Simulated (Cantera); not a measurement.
Source: NASA polynomial tables (part measured, part estimated), evaluated in Cantera. Values are per mole of reaction as written; species without (g) are pure solids or liquids, kept so even where they would boil at 1 bar.

Between 1175 and 1775 K, where is each reaction favourable under standard conditions?
- 6 OH(g) + 2 Cr ⇌ 2 CrO3(g) + 3 H2(g)


- 6 OH(g) + 2 Cr ⇌ 2 CrO3(g) + 3 H2(g): ΔG° is -551 kJ at 1175 K and -410 kJ at 1775 K; it stays negative (K > 1). ΔH° is -836 kJ and ΔS° -240 J/K at 1775 K.
